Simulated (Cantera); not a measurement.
Feed: 1 mol PbO, 0.56 mol C, 0.082 mol CO, held at 1727 °C and 0.133 bar.

These are equilibrium values from Cantera (NASA tables, ideal gas, pure condensed phases), not measurements of a reactor. Candidate condensed phases: C, Pb, PbO, PbO2, Pb3O4; 15 gas species. Gases not in the tables: (PbO)n polymers. Rates play no part.

Base state: Pb 0.588, CO2 0.247, CO 0.144, PbO 0.0210, Pb2 0.000224, O2 3.85e-5, O 1.14e-5 (mole fractions); condensed: gas only.

Problem. What changes in the equilibrium state with this change: pressure from 0.133 bar to 23.0 Pa?

Solution. 
```
species    before    after
-------  --------  -------
Pb          0.588    0.582
CO2         0.247    0.217
CO          0.144    0.167
O2        3.85e-5   0.0128
PbO        0.0210   0.0157
Pb2      0.000224  3.80e-7
O         1.14e-5  0.00499
```

Problem. What changes in the equilibrium state with this change: C from 0.56 to 1.8 mol?

Solution. 
```json
[
 {"species": "CO", "before": "0.144", "after": "0.520"},
 {"species": "Pb", "before": "0.588", "after": "0.480"},
 {"species": "Pb2", "before": "0.000224", "after": "0.000149"},
 {"species": "CO2", "before": "0.247", "after": "9.21e-7"},
 {"species": "PbO", "before": "0.0210", "after": "1.77e-8"},
 {"species": "O2", "before": "3.85e-5", "after": "<1e-9"},
 {"species": "O", "before": "1.14e-5", "after": "<1e-9"},
 {"species": "C(graphite), mol", "before": "0", "after": "0.800"}
]
```
